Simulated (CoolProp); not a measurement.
Vapour-liquid equilibrium of trans-2-butene (1) + acetone (2) at 57.15 °C; x and y are mole fractions of (1).

Values from CoolProp's multi-fluid Helmholtz-energy mixture model, Lemmon 2005 and Lemmon 2006; pair parameters Bell 2016.

Q: Give the bubble pressure and the first vapour's composition at x = 0.05, 0.75, 0.95. Is there an azeotrope?

A: x = 0.05: 0.1650 MPa, y = 0.379; x = 0.75: 0.5199 MPa, y = 0.892; x = 0.95: 0.5689 MPa, y = 0.969. No azeotrope shows between x = 0.05 and 0.95.

The pair parameters rest on a limited set of measurements; away from them the model extrapolates. With so large a gap from Raoult's law the liquid may split in two, which this calculation doesn't test in full.
